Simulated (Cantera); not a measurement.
Cantera run:

```python
import numpy as np
import cantera as ct

gas_names = """
    AL ALH ALN AL2 H H2 N NH NH2 NH3 N2 N2H2 N2H4
""".split()
cond_names = """
    AL(cr) AL(L) ALN(s)
""".split()


# ... load() reads the species with a 1 bar reference pressure and builds the phases ...
atoms = {
    'Al': {'AL': 1},
    'NH3': {'N': 1, 'H': 3},
    'H2': {'H': 2},
}
top_T = {'ALN(s)': 2750}  # K; cautious upper limits of use, not melting points


# ... equilibrate(T, P, feed) seeds the gas with the atoms and calls Mixture.equilibrate('TP', solver="vcs", rtol=1e-11, max_steps=5000) ...
results = []
P = 1333.22  # Pa
for T in [800, 875, 950, 1025, 1100, 1175, 1250, 1325, 1400, 1475, 1550, 1625, 1700, 1775]:
    for m in [37, 44, 53, 64, 77, 93, 110, 140, 160, 200, 240, 290]:
        feed = {'Al': 1, 'NH3': 0.68, 'H2': m}  # mol
        mix = equilibrate(T, P, feed)
        results.append((T, P, feed, dict(zip(mix.species_names, mix.species_moles))))

for T, P, feed, n in results:
    print(f"{T:7g} {feed['H2']:10.4g}  " + (" + ".join(c for c in cond_names if n.get(c, 0) > 1e-12) or "gas only"))
```

It prints:

```
    800         37  AL(cr) + ALN(s)
    800         44  AL(cr) + ALN(s)
    800         53  AL(cr) + ALN(s)
    800         64  AL(cr) + ALN(s)
    800         77  AL(cr) + ALN(s)
    800         93  AL(cr) + ALN(s)
    800        110  AL(cr) + ALN(s)
    800        140  AL(cr) + ALN(s)
    800        160  AL(cr) + ALN(s)
    800        200  AL(cr) + ALN(s)
    800        240  AL(cr) + ALN(s)
    800        290  AL(cr) + ALN(s)
    875         37  AL(cr) + ALN(s)
    875         44  AL(cr) + ALN(s)
    875         53  AL(cr) + ALN(s)
    875         64  AL(cr) + ALN(s)
    875         77  AL(cr) + ALN(s)
    875         93  AL(cr) + ALN(s)
    875        110  AL(cr) + ALN(s)
    875        140  AL(cr) + ALN(s)
    875        160  AL(cr) + ALN(s)
    875        200  AL(cr) + ALN(s)
    875        240  AL(cr) + ALN(s)
    875        290  AL(cr) + ALN(s)
    950         37  AL(L) + ALN(s)
    950         44  AL(L) + ALN(s)
    950         53  AL(L) + ALN(s)
    950         64  AL(L) + ALN(s)
    950         77  AL(L) + ALN(s)
    950         93  AL(L) + ALN(s)
    950        110  AL(L) + ALN(s)
    950        140  AL(L) + ALN(s)
    950        160  AL(L) + ALN(s)
    950        200  AL(L) + ALN(s)
    950        240  AL(L) + ALN(s)
    950        290  AL(L) + ALN(s)
   1025         37  AL(L) + ALN(s)
   1025         44  AL(L) + ALN(s)
   1025         53  AL(L) + ALN(s)
   1025         64  AL(L) + ALN(s)
   1025         77  AL(L) + ALN(s)
   1025         93  AL(L) + ALN(s)
   1025        110  AL(L) + ALN(s)
   1025        140  AL(L) + ALN(s)
   1025        160  AL(L) + ALN(s)
   1025        200  AL(L) + ALN(s)
   1025        240  AL(L) + ALN(s)
   1025        290  AL(L) + ALN(s)
   1100         37  AL(L) + ALN(s)
   1100         44  AL(L) + ALN(s)
   1100         53  AL(L) + ALN(s)
   1100         64  AL(L) + ALN(s)
   1100         77  AL(L) + ALN(s)
   1100         93  AL(L) + ALN(s)
   1100        110  AL(L) + ALN(s)
   1100        140  AL(L) + ALN(s)
   1100        160  AL(L) + ALN(s)
   1100        200  AL(L) + ALN(s)
   1100        240  AL(L) + ALN(s)
   1100        290  AL(L) + ALN(s)
   1175         37  AL(L) + ALN(s)
   1175         44  AL(L) + ALN(s)
   1175         53  AL(L) + ALN(s)
   1175         64  AL(L) + ALN(s)
   1175         77  AL(L) + ALN(s)
   1175         93  AL(L) + ALN(s)
   1175        110  AL(L) + ALN(s)
   1175        140  AL(L) + ALN(s)
   1175        160  AL(L) + ALN(s)
   1175        200  AL(L) + ALN(s)
   1175        240  AL(L) + ALN(s)
   1175        290  AL(L) + ALN(s)
   1250         37  AL(L) + ALN(s)
   1250         44  AL(L) + ALN(s)
   1250         53  AL(L) + ALN(s)
   1250         64  AL(L) + ALN(s)
   1250         77  AL(L) + ALN(s)
   1250         93  AL(L) + ALN(s)
   1250        110  AL(L) + ALN(s)
   1250        140  AL(L) + ALN(s)
   1250        160  AL(L) + ALN(s)
   1250        200  AL(L) + ALN(s)
   1250        240  AL(L) + ALN(s)
   1250        290  AL(L) + ALN(s)
   1325         37  AL(L) + ALN(s)
   1325         44  AL(L) + ALN(s)
   1325         53  AL(L) + ALN(s)
   1325         64  AL(L) + ALN(s)
   1325         77  AL(L) + ALN(s)
   1325         93  AL(L) + ALN(s)
   1325        110  AL(L) + ALN(s)
   1325        140  AL(L) + ALN(s)
   1325        160  AL(L) + ALN(s)
   1325        200  AL(L) + ALN(s)
   1325        240  AL(L) + ALN(s)
   1325        290  AL(L) + ALN(s)
   1400         37  AL(L) + ALN(s)
   1400         44  AL(L) + ALN(s)
   1400         53  AL(L) + ALN(s)
   1400         64  AL(L) + ALN(s)
   1400         77  AL(L) + ALN(s)
   1400         93  AL(L) + ALN(s)
   1400        110  AL(L) + ALN(s)
   1400        140  AL(L) + ALN(s)
   1400        160  AL(L) + ALN(s)
   1400        200  AL(L) + ALN(s)
   1400        240  AL(L) + ALN(s)
   1400        290  AL(L) + ALN(s)
   1475         37  AL(L) + ALN(s)
   1475         44  AL(L) + ALN(s)
   1475         53  AL(L) + ALN(s)
   1475         64  AL(L) + ALN(s)
   1475         77  AL(L) + ALN(s)
   1475         93  AL(L) + ALN(s)
   1475        110  AL(L) + ALN(s)
   1475        140  AL(L) + ALN(s)
   1475        160  AL(L) + ALN(s)
   1475        200  AL(L) + ALN(s)
   1475        240  AL(L) + ALN(s)
   1475        290  AL(L) + ALN(s)
   1550         37  AL(L) + ALN(s)
   1550         44  AL(L) + ALN(s)
   1550         53  AL(L) + ALN(s)
   1550         64  AL(L) + ALN(s)
   1550         77  AL(L) + ALN(s)
   1550         93  AL(L) + ALN(s)
   1550        110  AL(L) + ALN(s)
   1550        140  ALN(s)
   1550        160  ALN(s)
   1550        200  ALN(s)
   1550        240  ALN(s)
   1550        290  ALN(s)
   1625         37  AL(L) + ALN(s)
   1625         44  ALN(s)
   1625         53  ALN(s)
   1625         64  ALN(s)
   1625         77  ALN(s)
   1625         93  ALN(s)
   1625        110  ALN(s)
   1625        140  ALN(s)
   1625        160  ALN(s)
   1625        200  ALN(s)
   1625        240  ALN(s)
   1625        290  ALN(s)
   1700         37  ALN(s)
   1700         44  ALN(s)
   1700         53  ALN(s)
   1700         64  ALN(s)
   1700         77  ALN(s)
   1700         93  ALN(s)
   1700        110  ALN(s)
   1700        140  ALN(s)
   1700        160  ALN(s)
   1700        200  ALN(s)
   1700        240  ALN(s)
   1700        290  ALN(s)
   1775         37  ALN(s)
   1775         44  ALN(s)
   1775         53  ALN(s)
   1775         64  ALN(s)
   1775         77  ALN(s)
   1775         93  ALN(s)
   1775        110  ALN(s)
   1775        140  ALN(s)
   1775        160  ALN(s)
   1775        200  ALN(s)
   1775        240  ALN(s)
   1775        290  ALN(s)
```

Cantera equilibrium calculation (NASA polynomials, part measured and part estimated; ideal gas, pure solids and liquids). Mutual solubility and eutectic melting of coexisting phases are not modelled.
